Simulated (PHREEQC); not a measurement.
## Spent oxide etchant: speciation

Solution (25 °C): 0.065 mol NH4HF2, 0.0076 mol (NH4)2SiF6, 0.00016 mol H3PO4 and 0.012 mol HCl per kg of water. Closed to the air; pH follows from the charge balance.

Equilibrium calculation in PHREEQC: ion-association model, phreeqc.dat.

Precipitation was switched off in this run.

Problem. What pH, ionic strength, density does the model give?

Solution. pH 2.88; ionic strength 0.0894 mol/kgw; density 1.000 g/cm³.

Problem. In which forms is F present?

Solution. HF 37 %, SiF6-2 26 %, F- 25 %, HF2- 12 % of the F.

Complexes and solids missing from the database can't appear. SiF6-2 is the database's only silicon fluoride.
